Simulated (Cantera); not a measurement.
A perfectly stirred reactor is fed with CH₃OH : O₂ : N₂ = 1 : 0.938 : 7.5 (molar parts), at 0.987 atm; it is adiabatic with a 550 K inlet, and is followed from long to short residence time, starting on the burning branch (τ in s: 0.44, 0.15, 0.051, 0.018, 0.006, 0.002, 0.0007, 0.00024, 8.2e-05).

Model: GRI-Mech 3.0 (53 species, 325 reactions), integrated in Cantera. GRI-Mech 3.0 was tuned for natural gas; its chemistry of methanol as a main component is partial and can be far from experiment.

What does this change do: O2 0.938 to 0.62 parts?


```tsv
quantity	before	after
blow-out, bracketed by the residence times tried	burning at 2.00 ms, out at 0.700 ms	burning at 51.0 ms, out at 18.0 ms
x(CH₃OH) at τ = 0.440 s	1.81e-6	0.000813
x(O₂) at τ = 0.440 s	4.68e-5	0.00215
x(N₂O) at τ = 0.440 s	4.80e-10	1.01e-8
x(C₂H₂) at τ = 0.440 s	2.95e-7	2.57e-9
x(C₂H₄) at τ = 0.440 s	6.09e-9	1.50e-8
x(CH₃OH) at τ = 6.00 ms	4.92e-5	0.110
x(O₂) at τ = 6.00 ms	0.00122	0.0680
x(N₂O) at τ = 6.00 ms	3.22e-9	<1e-12
x(C₂H₂) at τ = 6.00 ms	1.28e-5	<1e-12
x(C₂H₄) at τ = 6.00 ms	1.16e-6	<1e-12
```

What does this change do: CH3OH 1 to 1.5 parts?


```csv
quantity,before,after
"blow-out, bracketed by the residence times tried","burning at 2.00 ms, out at 0.700 ms","burning at 18.0 ms, out at 6.00 ms"
x(CH₃OH) at τ = 0.440 s,1.81e-6,2.77e-5
x(O₂) at τ = 0.440 s,4.68e-5,0.000451
x(N₂O) at τ = 0.440 s,4.80e-10,4.14e-10
x(C₂H₂) at τ = 0.440 s,2.95e-7,4.89e-5
x(C₂H₄) at τ = 0.440 s,6.09e-9,1.08e-5
x(CH₃OH) at τ = 6.00 ms,4.92e-5,0.151
x(O₂) at τ = 6.00 ms,0.00122,0.0944
x(N₂O) at τ = 6.00 ms,3.22e-9,<1e-12
x(C₂H₂) at τ = 6.00 ms,1.28e-5,<1e-12
x(C₂H₄) at τ = 6.00 ms,1.16e-6,<1e-12
```
